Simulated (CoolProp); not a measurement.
Vapour-liquid equilibrium of fluoroethane (R161) (1) + R1234yf (2) at 1.09 MPa; x and y are mole fractions of (1).

Model: multi-fluid Helmholtz-energy mixture model, Wu 2012 and Lemmon 2022; pair parameters Bell 2016, in CoolProp.

Give the bubble temperature and the first vapour's composition at x = 0.35, 0.65, 0.95. Is there an azeotrope?

x = 0.35: 310.6 K, y = 0.408; x = 0.65: 307.1 K, y = 0.696; x = 0.95: 304.6 K, y = 0.957. No azeotrope shows between x = 0.05 and 0.95.

Pair parameters are fitted to limited data, so mixtures are less certain than the pure fluids.
